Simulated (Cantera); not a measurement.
A closed system holds: 1 mol CF4, 0.013 mol CH4, held at 823 K and 4.70 Pa.

These are equilibrium values from Cantera (NASA tables, ideal gas, pure condensed phases), not measurements of a reactor. Candidate condensed phases: C, C6H6, C7H8, C8H18; 95 gas species. Condensed phases not in the tables: fluorocarbon polymer. Gases not in the tables: C2F6 and larger saturated fluorocarbons. Kinetics and transport are ignored.

Base state: CF4 0.950, HF 0.0500 (mole fractions); condensed: C(graphite).

Task: What changes in the equilibrium state with this change: CH4 from 0.013 to 0.028 mol?

Result: 
| species | before | after |
|---|---|---|
| CF4 | 0.950 | 0.897 |
| HF | 0.0500 | 0.103 |
| C(graphite), mol | 0.0260 | 0.0560 |
